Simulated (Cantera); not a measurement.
A freely propagating, adiabatic, planar premixed flame of CH4 : O2 : N2 : H2O = 1 : 1.33 : 5.01 : 0.15 (molar parts), unburnt at 700 K and 750 Torr; mixture-averaged transport, grid criteria slope 0.08 and curve 0.16, no radiation.

Model: GRI-Mech 3.0 (53 species, 325 reactions), integrated in Cantera. Burning velocities carry a grid error of a few per cent, more on coarse grids.

Problem. How do the results move with these cheaper or finer settings: unity-Lewis-number transport; multicomponent transport; multicomponent+Soret transport; grid criteria slope 0.5, curve 1; grid criteria slope 0.25, curve 0.5; grid criteria slope 0.03, curve 0.06?

Solution. 
```csv
setting,laminar burning velocity,thermal thickness,peak x(CH2O),peak x(C2H),grid points
as above,73.8 cm/s,0.585 mm,0.00107,2.71e-6,135
unity-Lewis-number transport,51.8 cm/s,0.713 mm,0.000697,2.30e-6,141
multicomponent transport,73.6 cm/s,0.595 mm,0.00107,2.72e-6,135
multicomponent+Soret transport,73.9 cm/s,0.584 mm,0.00108,2.69e-6,137
"grid criteria slope 0.5, curve 1",80.5 cm/s,0.642 mm,0.00108,2.74e-6,34
"grid criteria slope 0.25, curve 0.5",76.4 cm/s,0.605 mm,0.00107,2.75e-6,53
"grid criteria slope 0.03, curve 0.06",72.6 cm/s,0.581 mm,0.00107,2.69e-6,310
```
The base run took roughly 7 core-seconds.
Unity Lewis numbers drop preferential diffusion, which matters most where H2 and H carry the flame; Soret adds thermal diffusion.
